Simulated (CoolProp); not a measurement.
Properties of CH3F (R41) along the isotherm 57.55 °C.

Computed with CoolProp (reference Helmholtz-energy equation of state, Lemmon 2006). It is a short technical equation, of lower accuracy than the large ones.

| p (MPa) | phase | density (kg/m³) | cp (kJ/(kg K)) | expansivity (1/kK) |
|---|---|---|---|---|
| 0.0467 | gas | 0.5796 | 1.162 | 3.051 |
| 0.0704 | gas | 0.8750 | 1.165 | 3.065 |
| 0.106 | gas | 1.320 | 1.169 | 3.086 |
| 0.16 | gas | 1.999 | 1.175 | 3.119 |
| 0.242 | gas | 3.038 | 1.184 | 3.169 |
| 0.365 | gas | 4.617 | 1.198 | 3.247 |
| 0.55 | gas | 7.036 | 1.221 | 3.368 |
| 0.83 | gas | 10.81 | 1.256 | 3.566 |
| 1.25 | gas | 16.73 | 1.315 | 3.894 |
| 1.89 | gas | 26.46 | 1.420 | 4.488 |
| 2.85 | gas | 43.05 | 1.624 | 5.680 |
| 4.3 | gas | 74.95 | 2.135 | 8.794 |
| 6.49 | supercritical | 164.0 | 5.056 | 27.79 |
| 9.79 | supercritical | 465.1 | 4.509 | 17.71 |
| 14.8 | supercritical | 551.8 | 2.901 | 7.326 |

The peak of cp marks the crossing from liquid-like to gas-like fluid above the critical point.
